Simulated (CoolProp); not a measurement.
Values from CoolProp's reference Helmholtz-energy equation of state, Akasaka 2015.

Problem. Give the vapour pressure (MPa), liquid density (kg/m³), enthalpy of vaporisation (kJ/kg), vapour Z of saturated R245fa at 280.2, 302.7 K.

Solution. 
```
T (K)  p (MPa)  liquid density (kg/m³)  enthalpy of vaporisation (kJ/kg)  vapour Z
-----  -------  ----------------------  --------------------------------  --------
280.2   0.0727                    1390                               201     0.966
302.7    0.175                    1330                               189     0.938
```
